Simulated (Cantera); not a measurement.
A freely propagating, adiabatic, planar premixed flame of H₂ : O₂ : N₂ = 1 : 0.602 : 2.27 (molar parts), equivalence ratio 0.83, unburnt at 525 K and 7.90 atm; mixture-averaged transport, grid criteria slope 0.08 and curve 0.16, no radiation.

Detailed kinetics in Cantera: the H2/O2 subset of GRI-Mech 3.0, which has no nitrogen chemistry. The hydrogen kinetics of GRI-Mech 3.0 are dated; newer H2 mechanisms differ, most at raised pressure. Burning velocities carry a grid error of a few per cent, more on coarse grids.

### Question
What does this change do: 0.35 parts H2O added?

### Answer
| quantity | before | after |
|---|---|---|
| laminar burning velocity | 324 cm/s | 166 cm/s |
| thermal thickness | 0.0330 mm | 0.0410 mm |
| peak x(OH) | 0.0138 | 0.00865 |
| peak x(HO₂) | 0.00121 | 0.00115 |
| peak x(H₂O₂) | 0.000161 | 0.000314 |

### Question
What does this change do: H2 1 to 1.3 parts?

### Answer
```tsv
quantity	before	after
laminar burning velocity	324 cm/s	538 cm/s
thermal thickness	0.0330 mm	0.0316 mm
peak x(OH)	0.0138	0.0160
peak x(HO₂)	0.00121	0.00134
peak x(H₂O₂)	0.000161	0.000127
```
